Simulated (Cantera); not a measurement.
**Thermodynamics of carbothermic reduction, feed TiO₂ + C + CO**

A closed system holds: 1 mol TiO₂, 1.6 mol C, 2.3 mol CO, at 1450 °C.

These are equilibrium values from Cantera (NASA tables, ideal gas, pure condensed phases), not measurements of a reactor. Candidate condensed phases: C, Ti, TiC, TiO, TiO₂, Ti₂O₃, Ti₃O₅, Ti₄O₇; 15 gas species. Mutual solubility and eutectic melting of coexisting phases are not modelled. TiC, TiO: taken at fixed stoichiometry. Condensed phases not in the tables: solid solutions among these carbides, nitrides and lower oxides. Kinetics and transport are ignored.

| P (Pa) | x CO | x CO₂ | x TiO | x Ti | x TiO₂ | n TiC(s) | n TiO(s) | n Ti₂O₃(s) | n C(graphite) | n Ti₃O₅(s) |
|---|---|---|---|---|---|---|---|---|---|---|
| 10 | 1.000 | 5.46e-6 | 3.23e-5 | 6.76e-6 | 1.31e-7 | 0.300 | 0.700 | 0 | 0 | 0 |
| 68 | 1.000 | 1.42e-5 | 4.76e-6 | 3.81e-7 | 5.02e-8 | 0.300 | 0.700 | 0 | 0 | 0 |
| 460 | 1.000 | 3.08e-5 | 4.87e-7 | 1.80e-8 | 1.11e-8 | 0.440 | 0 | 0.280 | 0 | 0 |
| 3200 | 1.000 | 6.69e-5 | 4.75e-8 | 8.10e-10 | 2.36e-9 | 0.440 | 0 | 0.280 | 0 | 0 |
| 22000 | 1.000 | 0.000145 | 4.70e-9 | 3.70e-11 | 5.04e-10 | 0.440 | 0 | 0.280 | 0 | 0 |
| 150000 | 1.000 | 0.000312 | 4.70e-10 | 1.72e-12 | 1.09e-10 | 0.440 | 0 | 0.280 | 0 | 0 |
| 1000000 | 0.999 | 0.00121 | 2.88e-11 | <1e-12 | 2.58e-11 | 0 | 0 | 0 | 1.27 | 0.333 |
x: gas mole fraction; n: condensed amount in mol.

From 0.0750 Torr to 0.510 Torr the condensed part is TiC(s) + TiO(s). From 3.45 Torr to 1130 Torr the condensed part is TiC(s) + Ti₂O₃(s). At 7500 Torr the condensed part is C(graphite) + Ti₃O₅(s).
